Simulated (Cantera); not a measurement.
Input: 1 mol HMDSO, 4.2 mol H2O, held at 1523.15 K and 1330 Pa.

Equilibrium computed with Cantera from the NASA thermochemical tables; the gas is ideal and each condensed phase is pure. Candidate condensed phases: C, C6H6, C7H8, C8H18, H2O, Si, SiC, SiO2; 123 gas species. The feed counts by its element totals alone. Mutual solubility and eutectic melting of coexisting phases are not modelled. The tables hold silica as quartz up to 1696 K and as liquid above; real silica turns to tridymite and cristobalite and melts near 1996 K. Equilibrium is a limit: real reactors are often held back by kinetics, nucleation or transport.

Task: What is the equilibrium state?

Result: 
```json
{
 "x(H2)": "0.739",
 "x(CO)": "0.250",
 "x(SiO)": "0.0112",
 "x(H)": "0.000172",
 "x(H2O)": "1.64e-5",
 "x(CH4)": "3.67e-6",
 "x(CO2)": "2.06e-6",
 "n(SiC(s))": "1.53 mol",
 "n(SiO2(β-quartz))": "0.266 mol",
 "gas_amount": "17.87 mol",
 "log10 activity of C(graphite) (absent)": "-0.66",
 "log10 activity of Si(s) (absent)": "-1.44"
}
```
